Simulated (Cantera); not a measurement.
A freely propagating, adiabatic, planar premixed flame of 12.8 % CH4, 18.3 % O2, 68.8 % N2, equivalence ratio 1.4, unburnt at 400 K and 1.78 atm; multicomponent+Soret transport, grid criteria slope 0.08 and curve 0.16, no radiation.

Detailed kinetics in Cantera: GRI-Mech 3.0 (53 species, 325 reactions). Burning velocities carry a grid error of a few per cent, more on coarse grids.

Question: Predict: laminar burning velocity; thermal thickness; peak x(CH3); peak x(C2H6); peak x(C2H4); peak x(H).

Answer: 
| Property | Value |
|---|---|
| laminar burning velocity | 20.2 cm/s |
| thermal thickness | 0.555 mm |
| peak x(CH3) | 0.00219 |
| peak x(C2H6) | 0.00137 |
| peak x(C2H4) | 0.00196 |
| peak x(H) | 0.00176 |
